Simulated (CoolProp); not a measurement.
Aqueous ethylene glycol as a coolant, 60 % by mass, freezing at -51.2 °C, 1 atm.

The numbers come from the Melinder's fits for secondary coolants in CoolProp.

```csv
T (°C),viscosity (mPa s),density (kg/m³),conductivity (W/(m K)),Prandtl number
-24.5,45.6,1098,0.336,379
-19.5,…,1096,…,272
-14.5,23.7,1094,0.340,200
-9.5,17.7,1092,0.343,150
-4.5,13.6,…,0.345,116
0.4,10.7,1088,0.347,91.2
5.4,8.50,1085,0.350,73.0
10.4,6.90,1083,0.352,59.5
15.4,5.70,1080,…,49.3
20.4,4.78,1077,0.357,41.5
25.3,4.08,1074,0.359,35.6
30.3,3.52,1071,0.362,30.8
35.3,3.07,1068,0.364,26.9
```

Question: Fill in the missing entries.

Answer: 
- -19.5, viscosity (mPa s): 32.5
- -19.5, conductivity (W/(m K)): 0.338
- -4.5, density (kg/m³): 1090
- 15.4, conductivity (W/(m K)): 0.354
